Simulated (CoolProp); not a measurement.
Ethylene at 298.15 K and 8.53 MPa is compressed adiabatically to 15 MPa with isentropic efficiency 0.9. Each further row changes one setting.

Model: reference Helmholtz-energy equation of state, Smukala 2000, in CoolProp.

```csv
case,work (kJ/kg),final temperature (K),final density (kg/m³)
as stated,22.4,315.6,335
efficiency 1,20.2,314.9,336
efficiency 0.65,31.1,318.1,328
```
